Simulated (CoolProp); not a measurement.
Computed with CoolProp (reference Helmholtz-energy equation of state, Gao 2022).

Question: For n-perfluorohexane, give the phase and the density (kg/m³), cp (kJ/(kg K)), cv (kJ/(kg K)), isothermal compressibility (1/MPa) at 149.45 °C and 0.201 MPa.

Answer: 
- 149.45 °C and 0.201 MPa: gas; density 20.4, cp 0.990, cv 0.958, isothermal compressibility 5.26
